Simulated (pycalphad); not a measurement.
# Effect of Hf content in Ti-Hf-B

CALPHAD calculation (pycalphad, COST 507 light-alloy database (1999)), 1 atm. The database dates from 1999; later assessments differ in places, in temperatures and in the compounds included. Amounts are mole fractions of atoms. Kinetics are ignored, which matters at the lower temperatures.

```tsv
alloy	liquidus (°C)	first solid	solidus (°C)	phases at 627 °C
Ti-2.03Hf-1.94B (at.%)	1623	bcc	1541	hcp 0.96, BM 0.04
Ti-2.71Hf-1.94B (at.%)	1622	bcc	1541	hcp 0.96, BM 0.04
Ti-4.06Hf-1.94B (at.%)	1620	bcc	1541	hcp 0.96, BM 0.04
Ti-5.42Hf-1.94B (at.%)	1618	bcc	1542	hcp 0.96, BM 0.04
Ti-8.13Hf-1.94B (at.%)	1617	bcc	1543	hcp 0.96, BM 0.04
```

Database names, with the compositions (at.%) that they take in these runs: BM: Ti 49 B 50 Hf 0.
